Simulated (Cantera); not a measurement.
A Cantera script and its output.

```python
import numpy as np
import cantera as ct

gas = ct.Solution("gri30.yaml")


def delay(T, t_max=10):
    gas.TPX = T, 77000, {'CH3OH': 1, 'O2': 1.15, 'N2': 4.34}
    reactor = ct.IdealGasConstPressureReactor(gas, clone=False)
    net = ct.ReactorNet([reactor])
    net.rtol, net.atol = 1e-8, 1e-16
    while net.time < t_max:
        t_old, T_old = net.time, reactor.T
        net.step()
        if reactor.T > T + 400:  # ignition: a rise of 400 K
            return t_old + (T + 400 - T_old) / (reactor.T - T_old) * (net.time - t_old)
    return np.nan


taus = []
for T in [1273, 1348, 1423, 1498, 1573, 1648, 1723, 1798, 1873]:
    taus.append(delay(T))
    print(f"T0 = {T:6g} K   tau = {taus[-1]:.4e} s")
```

It prints:

```
T0 =   1273 K   tau = 3.7001e-03 s
T0 =   1348 K   tau = 1.3529e-03 s
T0 =   1423 K   tau = 5.6502e-04 s
T0 =   1498 K   tau = 2.6518e-04 s
T0 =   1573 K   tau = 1.3741e-04 s
T0 =   1648 K   tau = 7.7214e-05 s
T0 =   1723 K   tau = 4.6318e-05 s
T0 =   1798 K   tau = 2.9322e-05 s
T0 =   1873 K   tau = 1.9445e-05 s
```

Computed with Cantera and GRI-Mech 3.0 (53 species, 325 reactions). GRI-Mech 3.0 was tuned for natural gas; its chemistry of methanol as a main component is partial and can be far from experiment.
